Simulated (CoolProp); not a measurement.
Vapour-liquid equilibrium of R22 (1) + R114 (2) at 1430 kPa; x and y are mole fractions of (1).

Model: multi-fluid Helmholtz-energy mixture model, Kamei 1995 and Platzer 1990; pair parameters Bell 2016, in CoolProp. This equation is an older, rougher fit; its heat capacities, sound speeds and derivatives of the liquid may be far off and weren't checked against measurements.

```json
[
 {"x": "0.05", "bubble temperature, mixture model (°C)": "93.0", "bubble temperature, Raoult's law (°C)": "93.9", "y, mixture model": "0.141", "y, Raoult's law": "0.167"},
 {"x": "0.2", "bubble temperature, mixture model (°C)": "75.9", "bubble temperature, Raoult's law (°C)": "78.5", "y, mixture model": "0.441", "y, Raoult's law": "0.497"},
 {"x": "0.35", "bubble temperature, mixture model (°C)": "64.5", "bubble temperature, Raoult's law (°C)": "66.9", "y, mixture model": "0.617", "y, Raoult's law": "0.688"},
 {"x": "0.5", "bubble temperature, mixture model (°C)": "56.2", "bubble temperature, Raoult's law (°C)": "57.8", "y, mixture model": "0.737", "y, Raoult's law": "0.808"},
 {"x": "0.65", "bubble temperature, mixture model (°C)": "49.5", "bubble temperature, Raoult's law (°C)": "50.3", "y, mixture model": "0.829", "y, Raoult's law": "0.890"},
 {"x": "0.8", "bubble temperature, mixture model (°C)": "43.8", "bubble temperature, Raoult's law (°C)": "44.1", "y, mixture model": "0.908", "y, Raoult's law": "0.947"},
 {"x": "0.95", "bubble temperature, mixture model (°C)": "38.7", "bubble temperature, Raoult's law (°C)": "38.8", "y, mixture model": "0.978", "y, Raoult's law": "0.989"}
]
```

The largest gap from Raoult's law is -2.6 K in bubble temperature, at x = 0.2. No azeotrope shows between x = 0.05 and 0.95.

Pair parameters are fitted to limited data, so mixtures are less certain than the pure fluids.
